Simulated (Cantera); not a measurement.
Charge: 1 mol B₂O₃, 0.9 mol O₂, 0.27 mol H₂, held at 1298.15 K and 7.00 mbar.

Method: chemical equilibrium by Gibbs-energy minimisation in Cantera with the NASA 1993 tables (ideal gas, pure condensed phases). Candidate condensed phases: B, B₂O₃, B₃O₃H₃, H₂O; 23 gas species. Gases not in the tables: H₃BO₃. Equilibrium is a limit: real reactors are often held back by kinetics, nucleation or transport.

Base state: O₂ 0.732, H₂O 0.249, HBO₂ 0.0180, (HBO₂)₃ 8.64e-5, OH 7.67e-5, B₂O₃ 2.53e-5 (mole fractions); condensed: B₂O₃(l).

**Question.** What changes in the equilibrium state with this change: H₂ from 0.27 to 0.56 mol?

**Answer.** 
| species | before | after |
|---|---|---|
| O₂ | 0.732 | 0.519 |
| H₂O | 0.249 | 0.456 |
| HBO₂ | 0.0180 | 0.0243 |
| (HBO₂)₃ | 8.64e-5 | 0.000214 |
| OH | 7.67e-5 | 9.51e-5 |
| B₂O₃ | 2.53e-5 | 2.53e-5 |
| B₂O₃(l), mol | 0.990 | 0.985 |
